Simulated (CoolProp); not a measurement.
Fluoroethane (R161) along the isobar 6.8 bar: density (kg/m³) from the reference equation and from simpler models built on Tc = 102.1 °C, pc = 50.10 bar, ω = 0.216; each cubic takes its own stable root.

The numbers come from the reference Helmholtz-energy equation of state, Wu 2012 in CoolProp.

| T (°C) | phase | reference |
|---|---|---|
| -49.65 | liquid | 835.3 |
| -33.45 | liquid | 812.5 |
| -17.25 | liquid | 788.2 |
| -1.15 | liquid | 761.6 |
| 15.05 | gas | 15.70 |
| 31.25 | gas | 14.45 |
| 47.45 | gas | 13.43 |
| 63.65 | gas | 12.58 |
| 79.75 | gas | 11.87 |
| 95.95 | gas | 11.24 |
| 112.15 | gas | 10.68 |
| 128.35 | gas | 10.19 |
| 144.45 | gas | 9.747 |
| 160.65 | gas | 9.342 |
| 176.85 | gas | 8.973 |

### Question
How far does each simpler model (van der Waals, Redlich-Kwong, Soave-Redlich-Kwong, Peng-Robinson) lie from the reference over these 15 states: mean and median of the absolute difference, and the worst?

### Answer
- van der Waals: mean 19.9 %, median 1.8 %, worst -97.9 % at -1.15 °C and 6.8 bar
- Redlich-Kwong: mean 5.0 %, median 0.6 %, worst -18.4 % at -1.15 °C and 6.8 bar
- Soave-Redlich-Kwong: mean 4.2 %, median 0.4 %, worst -15.4 % at -1.15 °C and 6.8 bar
- Peng-Robinson: mean 1.2 %, median 0.4 %, worst -4.2 % at -1.15 °C and 6.8 bar

At some of these states van der Waals gives the other phase, because its saturation line lies elsewhere.
